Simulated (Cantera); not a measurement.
A closed system holds: 1 mol CH2F2, 0.35 mol HCl, 4.2 mol H2, at 3152 °C and 10.0 Torr.

Method: chemical equilibrium by Gibbs-energy minimisation in Cantera with the NASA 1993 tables (ideal gas, pure condensed phases). Candidate condensed phases: C, C6H6, C7H8, C8H18; 118 gas species. Equilibrium is a limit: real reactors are often held back by kinetics, nucleation or transport.

Base state: H 0.723, HF 0.128, F 0.0397, C 0.0283, H2 0.0283, Cl 0.0280, C3 0.0124, C2 0.00630 (mole fractions); condensed: gas only.

Problem. What changes in the equilibrium state with this change: pressure from 10.0 Torr to 690 Torr?

Solution. 
```tsv
species	before	after
H2	0.0283	0.344
H	0.723	0.303
HF	0.128	0.248
C2H2 (acetylene)	0.000243	0.0357
C	0.0283	0.00143
HCl	0.00165	0.0277
F	0.0397	0.00267
Cl	0.0280	0.0162
C3	0.0124	0.00753
C6H2	3.36e-9	7.18e-5
C3H3 (propargyl)	<1e-9	1.20e-5
C4H2	8.72e-7	0.00155
CH3	4.45e-8	5.43e-5
```
